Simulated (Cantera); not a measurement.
A freely propagating, adiabatic, planar premixed flame of 9.84 % CH₄, 0.305 % C₂H₆, 18.9 % O₂, 71.0 % N₂, unburnt at 700 K and 0.910 bar; mixture-averaged transport, grid criteria slope 0.08 and curve 0.16, no radiation.

Detailed kinetics in Cantera: GRI-Mech 3.0 (53 species, 325 reactions). Burning velocities carry a grid error of a few per cent, more on coarse grids.

Task: Predict: laminar burning velocity; thermal thickness; peak x(C₂H); peak x(H₂).

Result: 
| Property | Result |
|---|---|
| laminar burning velocity | 183 cm/s |
| thermal thickness | 0.326 mm |
| peak x(C₂H) | 1.37e-6 |
| peak x(H₂) | 0.0325 |
